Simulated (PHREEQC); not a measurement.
Dissolve 1.9 mmol/kgw SrCl2, 0.07 mmol/kgw Na2CO3, 0.012 mmol/kgw H4SiO4 and 0.037 mmol/kgw Ca(OH)2 at 20 °C. Closed to the air; pH follows from the charge balance.

Equilibrium calculation in PHREEQC: Pitzer model, pitzer.dat.

No solid was allowed to form.

Q: What pH, osmotic coefficient, specific conductance does the model give?

A: pH 10.15; osmotic coefficient 0.950; specific conductance 455 µS/cm.

Q: In which forms is Si present?

A: H3SiO4- 66 %, H4SiO4 34 % of the Si.
